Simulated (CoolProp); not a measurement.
Vapour-liquid equilibrium of n-hexane (1) + m-xylene (2) at 402.9 K; x and y are mole fractions of (1).

Computed with CoolProp (multi-fluid Helmholtz-energy mixture model, Thol 2019 and Zhou 2012; pair parameters Bell 2016).

```tsv
x	bubble pressure (MPa)	y at the bubble point	dew pressure at overall composition x (MPa)	liquid density (mol/L)
0.05	0.09977	0.246	0.08194	7.171
0.125	0.1348	0.479	0.08794	7.122
0.2	0.1717	0.621	0.09489	7.069
0.275	0.2089	0.714	0.1031	7.013
0.35	0.2451	0.777	0.1128	6.953
0.425	0.2795	0.822	0.1246	6.890
0.5	0.3115	0.856	0.1391	6.825
0.575	0.3413	0.883	0.1576	6.756
0.65	0.3692	0.906	0.1817	6.685
0.725	0.3959	0.926	0.2147	6.613
0.8	0.4221	0.945	0.2617	6.539
0.875	0.4488	0.964	0.3317	6.465
0.95	0.4769	0.985	0.4289	6.392
```

No azeotrope shows between x = 0.05 and 0.95.

Pair parameters are fitted to limited data, so mixtures are less certain than the pure fluids.
